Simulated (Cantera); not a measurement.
Catalytic stagnation flow on Pt

A jet of 5.04 % CH4, 6.49 % O2, 88.5 % N2 at 300 K and 0.0300 bar hits a platinum plate 3 cm away at a mass flux of 0.024 kg/m²/s; the plate temperature is set and raised in steps from an oxygen-covered start.

Computed with Cantera and Deutschmann's 1995 Pt surface mechanism with GRI-Mech 3.0 gas chemistry. Catalytic surfaces can have several steady states; this one follows from the mechanism file's or the stated starting coverage.

| plate T (K) | wall x CH4 | wall x O2 | wall x H2O | wall x OH | wall x CO | wall x CO2 | θ free Pt | θ H* | θ CO* | θ C* |
|---|---|---|---|---|---|---|---|---|---|---|
| 900 | 0.0114 | 0.00464 | 0.0688 | <1e-8 | 0.0405 | 0.000299 | 0.693 | 0.000676 | 0.197 | 0.109 |
| 950 | 0.00886 | 0.00370 | 0.0678 | <1e-8 | 0.0431 | 0.000356 | 0.808 | 0.000988 | 0.115 | 0.0765 |
| 1000 | 0.00732 | 0.00315 | 0.0669 | <1e-8 | 0.0444 | 0.000733 | 0.905 | 0.00100 | 0.0653 | 0.0286 |
| 1050 | 0.00678 | 0.00300 | 0.0660 | <1e-8 | 0.0443 | 0.00147 | 0.955 | 0.000901 | 0.0345 | 0.00972 |
| 1100 | 0.00665 | 0.00302 | 0.0648 | <1e-8 | 0.0434 | 0.00264 | 0.978 | 0.000793 | 0.0180 | 0.00353 |
x: mole fraction at the wall; θ: surface coverage.
